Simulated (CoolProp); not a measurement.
Properties of sulfur hexafluoride along the isobar 4.59 MPa.

Computed with CoolProp (reference Helmholtz-energy equation of state, Guder 2009).

```
T (K)          phase       Z  cp (kJ/(kg K))  cv (kJ/(kg K))  speed of sound (m/s)  fugacity coefficient
-----  -------------  ------  --------------  --------------  --------------------  --------------------
303.8         liquid  0.1948           1.202          0.6785                 228.9                0.4588
314.1         liquid  0.2079           1.423          0.7044                 174.3                0.5346
324.3  supercritical  0.2493           2.534          0.7552                 106.4                0.6074
334.5  supercritical  0.4681           2.062          0.7629                 87.11                0.6624
344.8  supercritical  0.5822           1.292          0.7423                 99.15                0.7003
355    supercritical  0.6502           1.100          0.7394                 108.1                0.7310
365.2  supercritical  0.6996           1.017          0.7419                 115.5                0.7574
375.5  supercritical  0.7386          0.9721          0.7470                 121.7                0.7806
385.7  supercritical  0.7700          0.9469          0.7534                 127.2                0.8011
395.9  supercritical  0.7964          0.9318          0.7605                 132.1                0.8193
```

The peak of cp marks the crossing from liquid-like to gas-like fluid above the critical point.
